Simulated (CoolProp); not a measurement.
Decamethyltetrasiloxane (MD2M) along the isotherm 578.5 K: density (kg/m³) from the reference equation and from simpler models built on Tc = 599.4 K, pc = 11.44 bar, ω = 0.635; each cubic takes its own stable root.

Computed with CoolProp (reference Helmholtz-energy equation of state, Thol 2017).

```json
[
 {"p (bar)": "1.32", "phase": "gas", "reference": "8.915", "van der Waals": "…", "Redlich-Kwong": "8.927", "Soave-Redlich-Kwong": "8.944"},
 {"p (bar)": "2.64", "phase": "gas", "reference": "18.75", "van der Waals": "18.54", "Redlich-Kwong": "18.80", "Soave-Redlich-Kwong": "18.88"},
 {"p (bar)": "3.96", "phase": "gas", "reference": "29.81", "van der Waals": "29.24", "Redlich-Kwong": "29.91", "Soave-Redlich-Kwong": "30.15"},
 {"p (bar)": "5.28", "phase": "gas", "reference": "42.66", "van der Waals": "41.36", "Redlich-Kwong": "42.74", "Soave-Redlich-Kwong": "43.33"},
 {"p (bar)": "6.6", "phase": "gas", "reference": "58.46", "van der Waals": "55.55", "Redlich-Kwong": "58.20", "Soave-Redlich-Kwong": "59.56"},
 {"p (bar)": "7.92", "phase": "gas", "reference": "80.60", "van der Waals": "…", "Redlich-Kwong": "78.35", "Soave-Redlich-Kwong": "81.89"},
 {"p (bar)": "9.24", "phase": "liquid", "reference": "477.1", "van der Waals": "98.88", "Redlich-Kwong": "111.1", "Soave-Redlich-Kwong": "376.9"},
 {"p (bar)": "10.6", "phase": "liquid", "reference": "485.0", "van der Waals": "277.9", "Redlich-Kwong": "357.1", "Soave-Redlich-Kwong": "390.6"},
 {"p (bar)": "11.9", "phase": "liquid", "reference": "491.4", "van der Waals": "294.1", "Redlich-Kwong": "…", "Soave-Redlich-Kwong": "401.2"},
 {"p (bar)": "13.2", "phase": "liquid", "reference": "496.9", "van der Waals": "305.1", "Redlich-Kwong": "385.5", "Soave-Redlich-Kwong": "410.2"},
 {"p (bar)": "14.5", "phase": "liquid", "reference": "501.7", "van der Waals": "313.7", "Redlich-Kwong": "395.9", "Soave-Redlich-Kwong": "418.2"},
 {"p (bar)": "15.8", "phase": "liquid", "reference": "…", "van der Waals": "320.8", "Redlich-Kwong": "…", "Soave-Redlich-Kwong": "…"},
 {"p (bar)": "17.2", "phase": "liquid", "reference": "…", "van der Waals": "327.3", "Redlich-Kwong": "413.2", "Soave-Redlich-Kwong": "432.2"}
]
```

Task: Fill in the missing entries.

Result: 
- 1.32, van der Waals: 8.868
- 7.92, van der Waals: 73.26
- 11.9, Redlich-Kwong: 373.1
- 15.8, reference: 506.1
- 15.8, Redlich-Kwong: 404.8
- 15.8, Soave-Redlich-Kwong: 425.3
- 17.2, reference: 510.4

At some of these states van der Waals, Redlich-Kwong gives the other phase, because its saturation line lies elsewhere.
